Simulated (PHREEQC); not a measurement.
Make-up at 50 °C: 1.9 mol MgSO4 and 0.0018 mol H4SiO4 per kg of water. Closed to the air; pH follows from the charge balance.

The numbers come from PHREEQC with the Pitzer model, pitzer.dat.

```csv
quantity,before,after
pH,5.79,5.91
ionic strength (mol/kgw),7.60,7.60
```

Question: Which change was made?
(A) MgSO4 from 1.9 to 0.19 mol/kgw
(B) H4SiO4 from 0.0018 to 0.00036 mol/kgw
(C) 0.021 mol/kgw H2SO4 added
(D) MgSO4 left out
(E) MgSO4 from 1.9 to 0.95 mol/kgw

Answer: B, H4SiO4 from 0.0018 to 0.00036 mol/kgw

No solid was allowed to form. In brines, pH and single-ion activities rest on the MacInnes convention. Constants without temperature data keep their 25 °C values here.
